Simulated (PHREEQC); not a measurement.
NaOH is added in steps, without added water, to 1 kg of water holding 0.00013 mol/kgw CaSO4 and 6.7e-05 mol/kgw Na2HPO4, at 20 °C. Oxygen alone is held at its pressure in air (log pO2 = -0.68). CO2 from the air is kept out. No solid was allowed to form.

Base run: PHREEQC, ion-association model, phreeqc.dat. Each further column changes one thing. The table gives CaPO4- (mol/kgw).

| NaOH added (mol) | base | Davies equation for every ion | Debye-Hückel limiting law | database wateq4f.dat | all activity coefficients set to 1 |
|---|---|---|---|---|---|
| 0 | 1.64e-6 | 1.64e-6 | 1.63e-6 | 1.64e-6 | (withheld) |
| 4.375e-05 | 1.71e-5 | 1.71e-5 | 1.70e-5 | 1.72e-5 | (withheld) |
| 6.562e-05 | 2.30e-5 | 2.29e-5 | 2.29e-5 | 2.30e-5 | 2.52e-5 |
| 0.0001094 | 3.14e-5 | 3.13e-5 | 3.12e-5 | 3.14e-5 | 3.40e-5 |
| 0.0001312 | 3.44e-5 | 3.44e-5 | 3.43e-5 | 3.45e-5 | 3.72e-5 |
| 0.000175 | 3.91e-5 | 3.91e-5 | 3.90e-5 | 3.92e-5 | (withheld) |
| 0.0002188 | 4.26e-5 | 4.26e-5 | 4.25e-5 | 4.27e-5 | (withheld) |
| 0.0002406 | 4.40e-5 | 4.40e-5 | 4.38e-5 | 4.41e-5 | 4.68e-5 |
| 0.0002844 | 4.63e-5 | 4.63e-5 | 4.62e-5 | 4.64e-5 | 4.90e-5 |
| 0.0003062 | 4.73e-5 | 4.72e-5 | 4.71e-5 | 4.73e-5 | 5.00e-5 |
| 0.00035 | 4.89e-5 | 4.89e-5 | 4.88e-5 | 4.90e-5 | (withheld) |

Task: Complete the blanks.

Result: 
- 0, all activity coefficients set to 1: 1.95e-6
- 4.375e-05, all activity coefficients set to 1: 1.89e-5
- 0.000175, all activity coefficients set to 1: 4.20e-5
- 0.0002188, all activity coefficients set to 1: 4.54e-5
- 0.00035, all activity coefficients set to 1: 5.16e-5

In at least one series the solution becomes supersaturated in solids that the run did not let form, among them Hydroxyapatite. H3PO4, which wateq4f.dat lacks, is added to it with the constant of phreeqc.dat. phreeqc.dat and wateq4f.dat share most of their constants, so their agreement is no independent check.
